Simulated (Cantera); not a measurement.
Formation from one mole of O₂

Cantera with NASA thermochemical tables; ideal gases at 1 bar, condensed phases pure. Values are per mole of reaction as written; species without (g) are pure solids or liquids, kept so even where they would boil at 1 bar.

4 Li + O₂(g) → 2 Li₂O

```
T (K)  ΔH° (kJ)  ΔS° (J/K)  ΔG° (kJ)  log10 K  condensed phases
-----  --------  ---------  --------  -------  ----------------
300     -1197.4     -245.9   -1123.7   195.65    Li(s), Li₂O(s)
698     -1213.0     -281.0   -1016.8    76.09    Li(l), Li₂O(s)
748     -1212.6     -280.6   -1002.7    70.02    Li(l), Li₂O(s)
798     -1212.2     -280.0    -988.7    64.72    Li(l), Li₂O(s)
848     -1211.5     -279.2    -974.7    60.04    Li(l), Li₂O(s)
898     -1210.8     -278.4    -960.8    55.89    Li(l), Li₂O(s)
948     -1209.9     -277.4    -946.9    52.17    Li(l), Li₂O(s)
998     -1208.8     -276.3    -933.1    48.84    Li(l), Li₂O(s)
1048    -1207.0     -275.3    -918.5    45.78    Li(l), Li₂O(s)
1098    -1205.7     -274.1    -904.7    43.04    Li(l), Li₂O(s)
1148    -1204.2     -272.8    -891.0    40.54    Li(l), Li₂O(s)
```

Nb + O₂(g) → NbO₂

```json
[
 {"T (K)": "300", "ΔH° (kJ)": "-794.9", "ΔS° (J/K)": "-187.1", "ΔG° (kJ)": "-738.8", "log10 K": "128.64"},
 {"T (K)": "698", "ΔH° (kJ)": "-790.8", "ΔS° (J/K)": "-178.8", "ΔG° (kJ)": "-666.0", "log10 K": "49.84"},
 {"T (K)": "748", "ΔH° (kJ)": "-790.0", "ΔS° (J/K)": "-177.7", "ΔG° (kJ)": "-657.0", "log10 K": "45.88"},
 {"T (K)": "798", "ΔH° (kJ)": "-789.1", "ΔS° (J/K)": "-176.6", "ΔG° (kJ)": "-648.2", "log10 K": "42.43"},
 {"T (K)": "848", "ΔH° (kJ)": "-788.1", "ΔS° (J/K)": "-175.4", "ΔG° (kJ)": "-639.4", "log10 K": "39.38"},
 {"T (K)": "898", "ΔH° (kJ)": "-787.1", "ΔS° (J/K)": "-174.2", "ΔG° (kJ)": "-630.6", "log10 K": "36.68"},
 {"T (K)": "948", "ΔH° (kJ)": "-785.9", "ΔS° (J/K)": "-173.0", "ΔG° (kJ)": "-622.0", "log10 K": "34.27"},
 {"T (K)": "998", "ΔH° (kJ)": "-784.7", "ΔS° (J/K)": "-171.7", "ΔG° (kJ)": "-613.3", "log10 K": "32.10"},
 {"T (K)": "1048", "ΔH° (kJ)": "-783.5", "ΔS° (J/K)": "-170.5", "ΔG° (kJ)": "-604.8", "log10 K": "30.14"},
 {"T (K)": "1098", "ΔH° (kJ)": "-778.7", "ΔS° (J/K)": "-166.1", "ΔG° (kJ)": "-596.3", "log10 K": "28.37"},
 {"T (K)": "1148", "ΔH° (kJ)": "-777.2", "ΔS° (J/K)": "-164.8", "ΔG° (kJ)": "-588.1", "log10 K": "26.76"}
]
```

4 Al + O₂(g) → 2 Al₂O(g)

```json
[
 {"T (K)": "300", "ΔH° (kJ)": "-290.4", "ΔS° (J/K)": "186.2", "ΔG° (kJ)": "-346.3", "log10 K": "60.29", "condensed phases": "Al(s)"},
 {"T (K)": "698", "ΔH° (kJ)": "-300.6", "ΔS° (J/K)": "165.1", "ΔG° (kJ)": "-415.8", "log10 K": "31.12", "condensed phases": "Al(s)"},
 {"T (K)": "748", "ΔH° (kJ)": "-302.2", "ΔS° (J/K)": "162.8", "ΔG° (kJ)": "-424.0", "log10 K": "29.61", "condensed phases": "Al(s)"},
 {"T (K)": "798", "ΔH° (kJ)": "-304.0", "ΔS° (J/K)": "160.5", "ΔG° (kJ)": "-432.1", "log10 K": "28.28", "condensed phases": "Al(s)"},
 {"T (K)": "848", "ΔH° (kJ)": "-306.0", "ΔS° (J/K)": "158.0", "ΔG° (kJ)": "-440.1", "log10 K": "27.11", "condensed phases": "Al(s)"},
 {"T (K)": "898", "ΔH° (kJ)": "-308.2", "ΔS° (J/K)": "155.5", "ΔG° (kJ)": "-447.9", "log10 K": "26.05", "condensed phases": "Al(s)"},
 {"T (K)": "948", "ΔH° (kJ)": "-353.3", "ΔS° (J/K)": "107.2", "ΔG° (kJ)": "-454.9", "log10 K": "25.07", "condensed phases": "Al(l)"},
 {"T (K)": "998", "ΔH° (kJ)": "-355.4", "ΔS° (J/K)": "105.1", "ΔG° (kJ)": "-460.3", "log10 K": "24.09", "condensed phases": "Al(l)"},
 {"T (K)": "1048", "ΔH° (kJ)": "-357.4", "ΔS° (J/K)": "103.1", "ΔG° (kJ)": "-465.5", "log10 K": "23.20", "condensed phases": "Al(l)"},
 {"T (K)": "1098", "ΔH° (kJ)": "-359.4", "ΔS° (J/K)": "101.2", "ΔG° (kJ)": "-470.6", "log10 K": "22.39", "condensed phases": "Al(l)"},
 {"T (K)": "1148", "ΔH° (kJ)": "-361.4", "ΔS° (J/K)": "99.4", "ΔG° (kJ)": "-475.6", "log10 K": "21.64", "condensed phases": "Al(l)"}
]
```

2 C + O₂(g) → 2 CO(g)

```json
[
 {"T (K)": "300", "ΔH° (kJ)": "-221.0", "ΔS° (J/K)": "178.8", "ΔG° (kJ)": "-274.7", "log10 K": "47.82"},
 {"T (K)": "698", "ΔH° (kJ)": "-220.9", "ΔS° (J/K)": "180.2", "ΔG° (kJ)": "-346.7", "log10 K": "25.94"},
 {"T (K)": "748", "ΔH° (kJ)": "-221.3", "ΔS° (J/K)": "179.6", "ΔG° (kJ)": "-355.7", "log10 K": "24.84"},
 {"T (K)": "798", "ΔH° (kJ)": "-221.8", "ΔS° (J/K)": "179.0", "ΔG° (kJ)": "-364.7", "log10 K": "23.87"},
 {"T (K)": "848", "ΔH° (kJ)": "-222.3", "ΔS° (J/K)": "178.4", "ΔG° (kJ)": "-373.6", "log10 K": "23.01"},
 {"T (K)": "898", "ΔH° (kJ)": "-222.8", "ΔS° (J/K)": "177.8", "ΔG° (kJ)": "-382.5", "log10 K": "22.25"},
 {"T (K)": "948", "ΔH° (kJ)": "-223.4", "ΔS° (J/K)": "177.2", "ΔG° (kJ)": "-391.4", "log10 K": "21.56"},
 {"T (K)": "998", "ΔH° (kJ)": "-223.9", "ΔS° (J/K)": "176.6", "ΔG° (kJ)": "-400.2", "log10 K": "20.95"},
 {"T (K)": "1048", "ΔH° (kJ)": "-224.5", "ΔS° (J/K)": "176.0", "ΔG° (kJ)": "-409.0", "log10 K": "20.39"},
 {"T (K)": "1098", "ΔH° (kJ)": "-225.2", "ΔS° (J/K)": "175.5", "ΔG° (kJ)": "-417.8", "log10 K": "19.88"},
 {"T (K)": "1148", "ΔH° (kJ)": "-225.8", "ΔS° (J/K)": "174.9", "ΔG° (kJ)": "-426.6", "log10 K": "19.41"}
]
```
